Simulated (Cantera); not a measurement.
Tantalum, niobium, vanadium and zirconium in process gases: Nb + H2O

A closed system holds: 1 mol Nb, 9.8 mol H2O, equilibrated at 2550 °C.

These are equilibrium values from Cantera (NASA tables, ideal gas, pure condensed phases), not measurements of a reactor. Candidate condensed phases: H2O, Nb, NbO, NbO2, Nb2O5; 12 gas species. Condensed phases not in the tables: the oxides between NbO2 and Nb2O5. The numbers say what is thermodynamically allowed, not how fast it happens.

From 0.000750 Torr to 75.0 Torr nothing is condensed. From 750 Torr to 7500 Torr the condensed part is Nb2O5(l). The main Nb-bearing gas is NbO at 0.000750 Torr and NbO2 at 7500 Torr.

```json
[
 {"P (Pa)": "0.100", "x H2O": "1.20e-8", "x H": "0.666", "x O": "0.299", "x H2": "5.65e-5", "x OH": "4.05e-5", "x NbO2": "0.00117", "x O2": "2.54e-5", "x NbO": "0.0314", "n Nb2O5(l)": "0"},
 {"P (Pa)": "1", "x H2O": "1.19e-6", "x H": "0.672", "x O": "0.292", "x H2": "0.000574", "x OH": "0.000399", "x NbO2": "0.00915", "x O2": "0.000242", "x NbO": "0.0251", "n Nb2O5(l)": "0"},
 {"P (Pa)": "10", "x H2O": "0.000114", "x H": "0.677", "x O": "0.276", "x H2": "0.00583", "x OH": "0.00379", "x NbO2": "0.0274", "x O2": "0.00215", "x NbO": "0.00797", "n Nb2O5(l)": "0"},
 {"P (Pa)": "100", "x H2O": "0.00822", "x H": "0.621", "x O": "0.236", "x H2": "0.0491", "x OH": "0.0298", "x NbO2": "0.0378", "x O2": "0.0158", "x NbO": "0.00128", "n Nb2O5(l)": "0"},
 {"P (Pa)": "1000", "x H2O": "0.148", "x H": "0.370", "x O": "0.120", "x H2": "0.174", "x OH": "0.0902", "x NbO2": "0.0560", "x O2": "0.0409", "x NbO": "0.000374", "n Nb2O5(l)": "0"},
 {"P (Pa)": "10000", "x H2O": "0.448", "x H": "0.129", "x O": "0.0300", "x H2": "0.211", "x OH": "0.0784", "x NbO2": "0.0777", "x O2": "0.0255", "x NbO": "0.000208", "n Nb2O5(l)": "0"},
 {"P (Pa)": "100000", "x H2O": "0.662", "x H": "0.0438", "x O": "0.00383", "x H2": "0.244", "x OH": "0.0341", "x NbO2": "0.00805", "x O2": "0.00415", "x NbO": "1.69e-5", "n Nb2O5(l)": "0.458"},
 {"P (Pa)": "1000000", "x H2O": "0.722", "x H": "0.0140", "x O": "0.000406", "x H2": "0.251", "x OH": "0.0116", "x NbO2": "0.000781", "x O2": "0.000467", "x NbO": "1.54e-6", "n Nb2O5(l)": "0.496"}
]
```
x: gas mole fraction; n: condensed amount in mol.
